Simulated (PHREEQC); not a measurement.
A column of 0.2 m (30 cells, dispersivity 0.007 m, 300 s a shift, diffusion coefficient 3e-10 m²/s) holds 0.013 eq of the database's cation exchanger X per kg of pore water, first in equilibrium with 6.4 mmol/kgw SrCl2, 17 mmol/kgw NH4Cl and 0.01 mmol/kgw HCl. It is flushed with 0.00044 mol/kgw MgCl2, 0.004 mol/kgw SrCl2 and 1e-05 mol/kgw HCl, at 25 °C. Values are for the last cell. CO2 from the air is kept out. No solid was allowed to form.

Computed with PHREEQC (ion-association model, phreeqc.dat).

| pore volumes | Mg in solution (mol/kgw) | NH4 in solution (mol/kgw) | Cl in solution (mol/kgw) |
|---|---|---|---|
| 0 | 0 | 0.0170 | 0.0298 |
| 0.5167 | 5.34e-8 | 0.0169 | 0.0297 |
| 1.183 | 3.73e-5 | 0.00765 | 0.0135 |
| 1.683 | 0.000210 | 0.00196 | 0.00925 |
| 2.183 | 0.000370 | 0.000284 | 0.00891 |
| 2.85 | 0.000429 | 1.50e-5 | 0.00889 |
| 3.35 | 0.000437 | 1.45e-6 | 0.00889 |
| 3.85 | 0.000439 | 1.33e-7 | 0.00889 |
| 4.517 | 0.000440 | 5.23e-9 | 0.00889 |
| 5.017 | 0.000440 | 4.50e-10 | 0.00889 |
